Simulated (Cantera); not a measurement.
A perfectly stirred reactor is fed with H2 : O2 : N2 = 0.064 : 1 : 0.65 (molar parts), equivalence ratio 0.032, at 0.0132 atm; it is held at 1200 K, and followed from long to short residence time.

Model: GRI-Mech 3.0 (53 species, 325 reactions), integrated in Cantera. Radical loss at walls, strong at low pressure, is not modelled. The temperature is held fixed by assumption; the heat of reaction is taken as removed at once.

What does this change do: temperature 1200 to 1000 K?


```csv
quantity,before,after
x(H2) at τ = 0.480 s,0.000269,0.000607
x(O2) at τ = 0.480 s,0.571,0.574
x(OH) at τ = 0.480 s,0.00119,0.000456
x(H2O2) at τ = 0.480 s,5.74e-8,8.42e-8
x(NO) at τ = 0.480 s,1.30e-7,2.34e-8
x(H2) at τ = 11.0 ms,0.00225,0.00563
x(O2) at τ = 11.0 ms,0.560,0.568
x(OH) at τ = 11.0 ms,0.00292,0.00166
x(H2O2) at τ = 11.0 ms,8.81e-8,1.48e-7
x(NO) at τ = 11.0 ms,1.07e-7,4.07e-8
```
